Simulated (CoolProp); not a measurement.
Saturation properties of benzene (Tc = 288.9 °C, pc = 4.906 MPa, ω = 0.211).

Values from CoolProp's reference Helmholtz-energy equation of state, Thol 2012.

| T (°C) | p (MPa) | vapour density (kg/m³) |
|---|---|---|
| 13.85 | 0.007404 | 0.2435 |
| 19.55 | [?] | 0.3169 |
| 25.25 | 0.01284 | [?] |
| 30.95 | 0.01660 | 0.5175 |
| 36.65 | [?] | [?] |
| 42.45 | 0.02694 | 0.8125 |
| 48.15 | [?] | 1.001 |
| 53.85 | 0.04183 | 1.224 |
| 59.55 | 0.05143 | [?] |
| 65.25 | 0.06270 | [?] |
| 70.95 | 0.07585 | 2.130 |

**Question.** Complete the blanks.

**Answer.** 
- 19.55, p (MPa): 0.009814
- 25.25, vapour density (kg/m³): 0.4073
- 36.65, p (MPa): 0.02122
- 36.65, vapour density (kg/m³): 0.6505
- 48.15, p (MPa): 0.03373
- 59.55, vapour density (kg/m³): 1.483
- 65.25, vapour density (kg/m³): 1.784

It boils at 80.1 °C under 1 atm.
